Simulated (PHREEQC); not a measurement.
PHREEQC input (ion-association model, wateq4f.dat):

```
SOLUTION_MASTER_SPECIES
  An  An-  0  An  62.0  # stands for a non-complexing anion
SOLUTION_SPECIES
  An- = An-
    -log_k 0
    -gamma 3.0 0
PHASES
  Fix_H+
    H+ = H+
    -log_k 0
SOLUTION 1
  temp 25
  units mmol/kgw
  pH 7 charge
  Cl 0.00148
  Pb 0.00059
  Sr 0.00015
  Na 100
  An 100
END
SELECTED_OUTPUT 1
  -reset false
  -pH true
  -pe true
  -ionic_strength true
  -water true
  -totals Cl Na Pb Sr
  -molalities Hfo_wOH Hfo_wOH2+ Hfo_wO- Hfo_sOH Hfo_sOH2+ Hfo_sO- Hfo_sOPb+ Hfo_wOPb+ Hfo_sOHSr+2 Hfo_wOSr+
    Hfo_wOSrOH
  -saturation_indices Litharge Cotunnite Laurionite Halite
USER_PUNCH 1
  -headings sigma psi
  10 PUNCH EDL("sigma", "Hfo"), EDL("psi", "Hfo")
PRINT
  -reset false
USE solution 1
SURFACE 1
  Hfo_wOH 4.04494e-05 600 0.018
  Hfo_sOH 1.01124e-06
EQUILIBRIUM_PHASES 1
  Fix_H+ -4 HAn 10
    -force_equality true
  O2(g) -0.68 10
END
# ... the last block is repeated for the other 12 points of pH, with NaOH or the acid as the point needs
```

Selected output (columns that matter, 10 of 13 rows; pH added in front):

```
pH	mu	Na	Pb	Sr	m_Hfo_wOH	m_Hfo_wOH2+	m_Hfo_wO-	m_Hfo_sOH	m_Hfo_sOH2+	si_Litharge	si_Cotunnite	si_Halite	sigma	psi
4	0.10014	0.1	5.5042e-07	1.5e-07	5.3982e-06	3.5032e-05	1.9056e-08	1.2968e-07	8.4159e-07	-11.41	-13.812	-8.6351	0.3207	0.14658
4.5	0.10006	0.1	3.9031e-07	1.5e-07	1.0546e-05	2.9817e-05	8.5452e-08	2.1171e-07	5.9857e-07	-10.559	-13.961	-8.635	0.27276	0.13834
5.5	0.10001	0.1	3.2553e-08	1.5e-07	2.2036e-05	1.7785e-05	6.2549e-07	2.4843e-07	2.0051e-07	-9.6391	-15.041	-8.635	0.16002	0.1114
6	0.10001	0.1	4.9628e-09	1.5e-07	2.6149e-05	1.3103e-05	1.1954e-06	2.7712e-07	1.3887e-07	-9.4587	-15.86	-8.635	0.11274	0.094063
6.5	0.1	0.1	6.9614e-10	1.4999e-07	2.8796e-05	9.6914e-06	1.96e-06	3.0216e-07	1.017e-07	-9.3203	-16.722	-8.635	0.075066	0.074711
7.5	0.1	0.1	1.4722e-11	1.4982e-07	3.0884e-05	5.7866e-06	3.7761e-06	3.2343e-07	6.06e-08	-9.095	-18.497	-8.635	0.023426	0.030602
8	0.1	0.1	2.7555e-12	1.488e-07	3.1048e-05	4.673e-06	4.7258e-06	3.244e-07	4.8824e-08	-9.0011	-19.403	-8.635	0.004816	0.0066514
8.5	0.10001	0.10001	7.4587e-13	1.4256e-07	3.0881e-05	3.7685e-06	5.7972e-06	3.181e-07	3.8818e-08	-8.9015	-20.303	-8.6349	-0.012911	-0.017538
9.5	0.10005	0.10005	2.2968e-13	6.1064e-08	2.9079e-05	2.0895e-06	9.2708e-06	2.4606e-07	1.7681e-08	-8.5604	-21.962	-8.6348	-0.057904	-0.063088
10	0.10014	0.10014	2.7284e-13	2.076e-08	2.6845e-05	1.3491e-06	1.2237e-05	2.0604e-07	1.0355e-08	-8.3283	-22.73	-8.6344	-0.090581	-0.083479
```

Species that the database lacks are ignored.
